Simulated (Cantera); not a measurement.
Cantera run:

```python
import numpy as np
import cantera as ct

gas_names = """
    AL ALCL ALCL2 ALCL3 ALH ALO ALOCL ALOH ALO2 ALO2H AL2 AL2CL6 AL2O AL2O2 CL CLO CL2 H HALO HCL HOCL
    HO2 H2 H2O H2O2 O OH O2 O3
""".split()
cond_names = """
    AL(cr) AL(L) ALCL3(s) ALCL3(L) AL2O3(a) AL2O3(L) H2O(s) H2O(L)
""".split()


# ... load() reads the species with a 1 bar reference pressure and builds the phases ...
atoms = {
    'Al2O3': {'AL': 2, 'O': 3},
    'HCl': {'H': 1, 'CL': 1},
    'O2': {'O': 2},
}
top_T = {}  # K; cautious upper limits of use, not melting points


# ... equilibrate(T, P, feed) seeds the gas with the atoms and calls Mixture.equilibrate('TP', solver="vcs", rtol=1e-11, max_steps=5000) ...
results = []
feed = {'Al2O3': 1, 'HCl': 0.43, 'O2': 2.5}  # mol
P = 13332.2  # Pa
for T in [925, 1025, 1125, 1225, 1325, 1425, 1525, 1625]:
    mix = equilibrate(T, P, feed)
    results.append((T, P, feed, dict(zip(mix.species_names, mix.species_moles))))
    x = sorted(zip(gas.X, gas.species_names), reverse=True)
    print(f"T = {T:g} K  P = {P:g} Pa  gas = {mix.phase_moles(0):.4g} mol")
    print("   x: " + "  ".join(f"{s} {v:.3e}" for v, s in x if v > 0.001))
    print("   condensed (mol): " + ("  ".join(f"{mix.phase(i).name} {mix.phase_moles(i):.4g}"
          for i in range(1, mix.n_phases) if mix.phase_moles(i) > 1e-12) or "none"))
```

Result:

```
T = 925 K  P = 13332.2 Pa  gas = 2.879 mol
   x: O2 8.506e-01  HCL 7.857e-02  H2O 3.539e-02  CL2 3.536e-02
   condensed (mol): AL2O3(a) 1
T = 1025 K  P = 13332.2 Pa  gas = 2.889 mol
   x: O2 8.510e-01  HCL 9.183e-02  H2O 2.850e-02  CL2 2.837e-02
   condensed (mol): AL2O3(a) 1
T = 1125 K  P = 13332.2 Pa  gas = 2.897 mol
   x: O2 8.512e-01  HCL 1.017e-01  H2O 2.334e-02  CL2 2.291e-02
   condensed (mol): AL2O3(a) 1
T = 1225 K  P = 13332.2 Pa  gas = 2.905 mol
   x: O2 8.508e-01  HCL 1.087e-01  H2O 1.965e-02  CL2 1.850e-02  CL 2.274e-03
   condensed (mol): AL2O3(a) 1
T = 1325 K  P = 13332.2 Pa  gas = 2.912 mol
   x: O2 8.498e-01  HCL 1.131e-01  H2O 1.725e-02  CL2 1.467e-02  CL 5.121e-03
   condensed (mol): AL2O3(a) 1
T = 1425 K  P = 13332.2 Pa  gas = 2.921 mol
   x: O2 8.478e-01  HCL 1.150e-01  H2O 1.608e-02  CL2 1.110e-02  CL 9.912e-03
   condensed (mol): AL2O3(a) 1
T = 1525 K  P = 13332.2 Pa  gas = 2.931 mol
   x: O2 8.448e-01  HCL 1.143e-01  CL 1.668e-02  H2O 1.617e-02  CL2 7.809e-03
   condensed (mol): AL2O3(a) 1
T = 1625 K  P = 13332.2 Pa  gas = 2.941 mol
   x: O2 8.411e-01  HCL 1.110e-01  CL 2.483e-02  H2O 1.748e-02  CL2 5.084e-03
   condensed (mol): AL2O3(a) 1
```

Method: chemical equilibrium by Gibbs-energy minimisation in Cantera with the NASA 1993 tables (ideal gas, pure condensed phases). Condensed phases not in the tables: AlOCl.
